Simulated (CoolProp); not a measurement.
Vapour-liquid equilibrium of CH2F2 (R32) (1) + propylene (2) at 8.85 °C; x and y are mole fractions of (1).

Computed with CoolProp (multi-fluid Helmholtz-energy mixture model, Tillner-Roth 1997 and Lemmon 2013; pair parameters Bell 2016).

```csv
x,"bubble pressure, mixture model (bar)","bubble pressure, Raoult's law (bar)","y, mixture model","y, Raoult's law"
0.05,___,7.699,0.144,0.069
0.2,___,8.172,0.378,0.262
0.35,___,8.645,0.498,0.433
0.5,12.57,9.118,0.579,0.586
0.65,12.77,9.592,0.652,0.725
0.8,___,10.06,0.742,0.850
0.95,11.45,10.54,0.903,0.964
```

### Question
Complete the blanks.

### Answer

- 0.05, bubble pressure, mixture model (bar): 8.589
- 0.2, bubble pressure, mixture model (bar): 10.77
- 0.35, bubble pressure, mixture model (bar): 11.97
- 0.8, bubble pressure, mixture model (bar): 12.54

The largest gap from Raoult's law is +38.5 % in bubble pressure, at x = 0.35. y crosses x between x = 0.65 and 0.8: the model has an azeotrope there.

Pair parameters are fitted to limited data, so mixtures are less certain than the pure fluids.
